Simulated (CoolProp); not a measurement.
Model: reference Helmholtz-energy equation of state, Tillner-Roth 1997, in CoolProp.

### Question
For CH2F2 (R32), give the phase and the Z, cv (kJ/(kg K)), speed of sound (m/s), isothermal compressibility (1/MPa) at 239.9 K and 514 kPa.

### Answer
- 239.9 K and 514 kPa: liquid; Z 0.0115, cv 0.934, speed of sound 877, isothermal compressibility 0.00194
